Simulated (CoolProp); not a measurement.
Vapour-liquid equilibrium of n-decane (1) + n-dodecane (2) at 0.128 MPa; x and y are mole fractions of (1).

Values from CoolProp's multi-fluid Helmholtz-energy mixture model, Lemmon 2006 and Lemmon 2004; pair parameters Bell 2016.

```csv
x,"bubble temperature, mixture model (K)","bubble temperature, Raoult's law (K)","y, mixture model","y, Raoult's law"
0.05,496.6,496.2,0.107,0.119
0.2,488.1,487.4,0.373,0.397
0.35,480.5,479.8,0.573,0.593
0.5,473.8,473.3,0.720,0.735
0.65,467.9,467.6,0.830,0.840
0.8,462.7,462.6,0.914,0.920
0.95,458.1,458.1,0.981,0.982
```

The largest gap from Raoult's law is +0.7 K in bubble temperature, at x = 0.2. No azeotrope shows between x = 0.05 and 0.95.

The pair parameters rest on a limited set of measurements; away from them the model extrapolates.
